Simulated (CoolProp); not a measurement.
Ethylene at several states: Z from the reference equation and from simpler models built on Tc = 282.4 K, pc = 5.042 MPa, ω = 0.087; each cubic takes its own stable root.

Model: reference Helmholtz-energy equation of state, Smukala 2000, in CoolProp.

```
T (K)  p (MPa)          phase  reference  van der Waals  Soave-Redlich-Kwong
-----  -------  -------------  ---------  -------------  -------------------
366.3    0.396            gas     0.9884         0.9878               0.9885
167.2   0.0924         liquid   0.003267         0.9815             0.003387
399.4     7.34  supercritical     0.8461         0.8098               0.8599
```

At some of these states van der Waals gives the other phase, because its saturation line lies elsewhere.
